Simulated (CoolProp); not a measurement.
Vapour-liquid equilibrium of methanol (1) + toluene (2) at 468.1 K; x and y are mole fractions of (1).

The numbers come from the multi-fluid Helmholtz-energy mixture model, de Reuck 1993 and Lemmon 2006; pair parameters Bell 2016 in CoolProp.

```
x     bubble pressure, mixture model (MPa)  bubble pressure, Raoult's law (MPa)  y, mixture model  y, Raoult's law
----  ------------------------------------  -----------------------------------  ----------------  ---------------
0.05                                 1.063                               0.8338             0.327            0.219
0.2                                  1.811                                1.280             0.594            0.572
0.35                                 2.251                                1.726             0.679            0.742
0.5                                  2.585                                2.172             0.739            0.842
0.65                                 2.902                                2.618             0.801            0.908
0.8                                  3.226                                3.064             0.877            0.955
0.95                                 3.552                                3.510             0.967            0.990
```

The largest gap from Raoult's law is +41.5 % in bubble pressure, at x = 0.2. No azeotrope shows between x = 0.05 and 0.95.

Pair parameters are fitted to limited data, so mixtures are less certain than the pure fluids.
